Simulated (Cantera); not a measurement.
# Reactions in the system C-H

Cantera with NASA thermochemical tables; ideal gases at 1 bar, condensed phases pure. Values are per mole of reaction as written; species without (g) are pure solids or liquids, kept so even where they would boil at 1 bar.

2 CH3(g) = C2H6(g)

```json
[
 {"T (K)": "1700", "ΔH° (kJ)": "-376.8", "ΔS° (J/K)": "-166.5", "ΔG° (kJ)": "-93.7", "log10 K": "2.88"},
 {"T (K)": "1800", "ΔH° (kJ)": "-375.7", "ΔS° (J/K)": "-165.9", "ΔG° (kJ)": "-77.1", "log10 K": "2.24"},
 {"T (K)": "1900", "ΔH° (kJ)": "-374.6", "ΔS° (J/K)": "-165.3", "ΔG° (kJ)": "-60.5", "log10 K": "1.66"},
 {"T (K)": "2000", "ΔH° (kJ)": "-373.5", "ΔS° (J/K)": "-164.7", "ΔG° (kJ)": "-44.0", "log10 K": "1.15"},
 {"T (K)": "2100", "ΔH° (kJ)": "-372.3", "ΔS° (J/K)": "-164.2", "ΔG° (kJ)": "-27.6", "log10 K": "0.69"},
 {"T (K)": "2200", "ΔH° (kJ)": "-371.2", "ΔS° (J/K)": "-163.6", "ΔG° (kJ)": "-11.2", "log10 K": "0.27"},
 {"T (K)": "2300", "ΔH° (kJ)": "-370.0", "ΔS° (J/K)": "-163.1", "ΔG° (kJ)": "5.2", "log10 K": "-0.12"},
 {"T (K)": "2400", "ΔH° (kJ)": "-368.8", "ΔS° (J/K)": "-162.6", "ΔG° (kJ)": "21.4", "log10 K": "-0.47"},
 {"T (K)": "2500", "ΔH° (kJ)": "-367.6", "ΔS° (J/K)": "-162.1", "ΔG° (kJ)": "37.7", "log10 K": "-0.79"}
]
```
